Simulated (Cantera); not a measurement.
Feed: 1 mol BF3, 2.2 mol H2, at 1325 K and 0.200 bar.

These are equilibrium values from Cantera (NASA tables, ideal gas, pure condensed phases), not measurements of a reactor. Candidate condensed phases: B; 20 gas species. The tables' values for BF2 are old estimates; treat these amounts as uncertain. Rates play no part.

Base state: H2 0.681, BF3 0.306, HF 0.00674, BHF2 0.00648, BF2 0.000257 (mole fractions); condensed: gas only.

Q: What changes in the equilibrium state with this change: temperature from 1325 K to 1498.15 K?

A: 
```
species   before    after
-------  -------  -------
H2         0.681    0.674
BF3        0.306    0.299
HF       0.00674   0.0135
BHF2     0.00648   0.0113
BF       1.25e-6  4.07e-5
H        3.02e-6  3.16e-5
```
